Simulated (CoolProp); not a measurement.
Vapour pressure (MPa) of carbon dioxide: the reference equation beside estimates from Tc = 304.1 K, pc = 7.377 MPa, ω = 0.224. Clausius-Clapeyron is anchored at 256.5 K with a constant enthalpy of vaporisation of 12.09 kJ/mol.

The numbers come from the reference Helmholtz-energy equation of state, Span 1996 in CoolProp.

```
T (K)  reference  Lee-Kesler  Clausius-Clapeyron  Redlich-Kwong  Soave-Redlich-Kwong
-----  ---------  ----------  ------------------  -------------  -------------------
231.6     0.9484      0.9486               1.185          1.264               0.9502
236.6      1.138       1.138               1.354          1.482                1.141
241.6      1.355       1.353               1.537          1.726                1.359
246.6      1.600       1.597               1.737          1.995                1.607
251.5      1.871       1.867               1.948          2.286                1.881
256.5      2.181       2.174               2.181          2.611                2.194
261.5      2.526       2.517               2.431          2.966                2.544
266.5      2.910       2.899               2.698          3.353                2.933
271.5      3.335       3.321               2.983          3.772                3.364
276.5      3.804       3.789               3.287          4.224                3.839
281.5      4.321       4.305               3.609          4.711                4.360
286.5      4.888       4.874               3.949          5.234                4.931
```

Absolute difference from the reference over all 12 rows, mean and median: Lee-Kesler 0.3 and 0.3 %, Clausius-Clapeyron 11.7 and 12.0 %, Redlich-Kwong 19.2 and 18.6 %, Soave-Redlich-Kwong 0.6 and 0.7 %.
